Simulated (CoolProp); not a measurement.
A Linde-Hampson liquefier for dry air: isothermal reversible compression at 250 K from 1 atm to 30 MPa, throttling to 1 atm, return gas leaving the recuperator 2 K below the feed. Each further row changes one setting.

Values from CoolProp's reference Helmholtz-energy equation of state, Lemmon 2000. It is a pseudo-pure fit of the blend.

| case | liquid yield per pass | compression work (kJ/kg of gas) |
|---|---|---|
| as stated | 0.160 | 401 |
| high pressure 60 MPa | 0.157 | 463 |
| warm-end temperature 280 K | 0.117 | 455 |
| warm-end gap 7 K | 0.149 | 401 |
